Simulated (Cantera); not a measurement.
A closed system holds: 1 mol HI, 1.5 mol H₂O, 2.8 mol N₂, 2.6 mol O₂, held at 1798.15 K and 0.000550 bar.

Equilibrium computed with Cantera from the NASA thermochemical tables; the gas is ideal and each condensed phase is pure. Candidate condensed phases: H₂O, I₂; 27 gas species. The numbers say what is thermodynamically allowed, not how fast it happens.

Base state: N₂ 0.341, O₂ 0.283, H₂O 0.239, I 0.122, OH 0.00742, NO 0.00315, O 0.00271, H₂ 0.00102 (mole fractions); condensed: gas only.

Question: What changes in the equilibrium state with this change: HI replaced by H₂S?

Answer: 
```json
[
 {"species": "N₂", "before": "0.341", "after": "0.376"},
 {"species": "H₂O", "before": "0.239", "after": "0.330"},
 {"species": "O₂", "before": "0.283", "after": "0.145"},
 {"species": "SO₂", "before": "0", "after": "0.134"},
 {"species": "I", "before": "0.122", "after": "0"},
 {"species": "SO", "before": "0", "after": "0.000291"},
 {"species": "HI", "before": "9.78e-5", "after": "0"},
 {"species": "SO₃", "before": "0", "after": "1.27e-5"},
 {"species": "H₂", "before": "0.00102", "after": "0.00196"}
]
```
Further candidate phases: H₂SO₄, S.
